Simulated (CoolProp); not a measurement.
The fluid at 298.15 K and 0.101 MPa (gas) is heated at constant pressure to 406.1 K. The same conditions are run with several fluids, on thermodynamics alone (safety and materials aside).

Model: reference Helmholtz-energy equation of state of each fluid (R114: Platzer 1990; ethylene: Smukala 2000; normal hydrogen: Leachman 2009; c-C4F8 (RC318): Platzer 1990), in CoolProp. The equations of Platzer and Polt are older, rougher fits.

```csv
fluid,heat (kJ/kg),final density (kg/m³)
R114,…,…
ethylene,…,…
normal hydrogen,…,…
c-C4F8 (RC318),93.6,…
```

Task: Fill in the missing entries.

Result: 
- R114, heat (kJ/kg): 81.1
- R114, final density (kg/m³): 5.17
- ethylene, heat (kJ/kg): 186
- ethylene, final density (kg/m³): 0.841
- normal hydrogen, heat (kJ/kg): 1560
- normal hydrogen, final density (kg/m³): 0.0603
- c-C4F8 (RC318), final density (kg/m³): 6.05
